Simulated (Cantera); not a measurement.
A counterflow diffusion flame at 1.00 bar, nozzles 20 mm apart: fuel side 50.0 % H₂, 50.0 % N₂ at 350 K, oxidiser side 19.0 % O₂, 81.0 % N₂ at 598 K, fuel mass flux 0.95 times the oxidiser's; mixture-averaged transport, no radiation.

Detailed kinetics in Cantera: the H2/O2 subset of GRI-Mech 3.0, which has no nitrogen chemistry. The maximum strain rate includes the flame's own expansion and is several times the mean.

x: mole fraction; the columns are a selection and need not sum to one.

```csv
oxidiser flux (kg/m²/s),max strain (1/s),mean strain (1/s),T max (K),peak x OH,peak x H,peak x H₂O,peak x HO₂
0.6,415,107,2067,0.0111,0.0108,0.231,(withheld)
1,665,178,2003,0.0112,0.0131,0.227,(withheld)
1.7,1100,303,1942,0.0112,0.0158,0.223,(withheld)
2.9,1810,518,1868,0.0109,0.0188,0.218,(withheld)
4.8,2920,857,1793,0.0104,0.0218,0.214,(withheld)
8.1,4790,1450,1715,0.00960,0.0249,0.209,(withheld)
14,8030,2500,1624,0.00850,0.0276,0.200,(withheld)
```

Fill in the missing entries.


- 0.6, peak x HO₂: 3.71e-5
- 1, peak x HO₂: 5.25e-5
- 1.7, peak x HO₂: 7.01e-5
- 2.9, peak x HO₂: 9.10e-5
- 4.8, peak x HO₂: 0.000113
- 8.1, peak x HO₂: 0.000136
- 14, peak x HO₂: 0.000162
